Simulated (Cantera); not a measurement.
Input (Python, Cantera):

```python
import numpy as np
import cantera as ct

gas = ct.Solution("gri30.yaml")
gas.TPX = 1298, 23000, {'N2O': 1, 'H2O': 0.031}
reactor = ct.IdealGasConstPressureReactor(gas, energy="off", clone=False)
net = ct.ReactorNet([reactor])
net.rtol, net.atol = 1e-08, 1e-18
show = ['N2O', 'H2O', 'HO2', 'NO', 'OH', 'H2']
times = np.geomspace(0.0004, 40, 15)

steps = ct.SolutionArray(gas, extra=["t"])
rows = []
print(f"{'t/s':>10s}{'T/K':>9s}{'P/Pa':>11s}" + "".join(f"{s:>11s}" for s in show))
for t in times:
    while net.time < t:
        t_next = net.step()
        steps.append(gas.state, t=t_next)
    rows.append([np.interp(t, steps.t, y) for y in (steps.T, steps.P, *steps(*show).X.T)])
    print(f"{t:10.3e}{rows[-1][0]:9.1f}{rows[-1][1]:11.4g}" + "".join(f"{x:11.3e}" for x in rows[-1][2:]))
rate = np.gradient(steps.T, steps.t)
print("integrator steps:", len(steps.t))
if steps.T.max() > steps.T[0] + 200:
    print(f"time of steepest temperature rise: {steps.t[rate.argmax()]:.4e} s")
gas.TPX = 1298, 23000, {'N2O': 1, 'H2O': 0.031}
gas.equilibrate("TP")
print(f"equilibrium (TP): T = {gas.T:.1f} K  " + "  ".join(f"{s} {gas[s].X[0]:.3e}" for s in show))
```

It prints:

```
       t/s      T/K       P/Pa        N2O        H2O        HO2         NO         OH         H2
 4.000e-04   1298.0    2.3e+04  9.694e-01  3.006e-02  2.150e-06  4.676e-05  1.019e-05  7.640e-09
 9.103e-04   1298.0    2.3e+04  9.688e-01  3.004e-02  6.722e-06  1.081e-04  1.783e-05  4.205e-08
 2.072e-03   1298.0    2.3e+04  9.673e-01  3.002e-02  9.392e-06  2.399e-04  2.475e-05  1.372e-07
 4.715e-03   1298.0    2.3e+04  9.638e-01  2.999e-02  7.664e-06  5.220e-04  2.971e-05  2.615e-07
 1.073e-02   1298.0    2.3e+04  9.561e-01  2.991e-02  5.756e-06  1.138e-03  3.421e-05  2.892e-07
 2.442e-02   1298.0    2.3e+04  9.388e-01  2.973e-02  4.084e-06  2.519e-03  3.841e-05  1.968e-07
 5.558e-02   1298.0    2.3e+04  9.013e-01  2.936e-02  2.582e-06  5.628e-03  4.251e-05  1.353e-07
 1.265e-01   1298.0    2.3e+04  8.235e-01  2.857e-02  1.403e-06  1.220e-02  4.582e-05  1.117e-07
 2.879e-01   1298.0    2.3e+04  6.777e-01  2.709e-02  6.598e-07  2.448e-02  4.699e-05  1.053e-07
 6.552e-01   1298.0    2.3e+04  4.526e-01  2.481e-02  2.706e-07  4.310e-02  4.538e-05  1.099e-07
 1.491e+00   1298.0    2.3e+04  2.052e-01  2.231e-02  9.931e-08  6.251e-02  4.068e-05  1.165e-07
 3.393e+00   1298.0    2.3e+04  4.861e-02  2.073e-02  3.678e-08  7.251e-02  3.027e-05  8.380e-08
 7.723e+00   1298.0    2.3e+04  4.534e-03  2.029e-02  1.672e-08  7.342e-02  1.340e-05  1.904e-08
 1.758e+01   1298.0    2.3e+04  5.260e-05  2.025e-02  1.456e-08  7.315e-02  7.340e-06  6.755e-09
 4.000e+01   1298.0    2.3e+04  1.256e-06  2.025e-02  1.457e-08  7.311e-02  7.250e-06  6.621e-09
integrator steps: 1815
equilibrium (TP): T = 1298.0 K  N2O 1.292e-08  H2O 2.024e-02  HO2 1.594e-08  NO 4.457e-04  OH 7.464e-06  H2 6.230e-09
```

Computed with Cantera and GRI-Mech 3.0 (53 species, 325 reactions). GRI-Mech 3.0 was tuned for natural gas; its chemistry of N2O as a main component is partial and can be far from experiment. The mechanism lacks the step 2 NO + O2 → 2 NO2, which can matter for NO2 below about 1400 K. The temperature is held fixed by assumption; the heat of reaction is taken as removed at once.
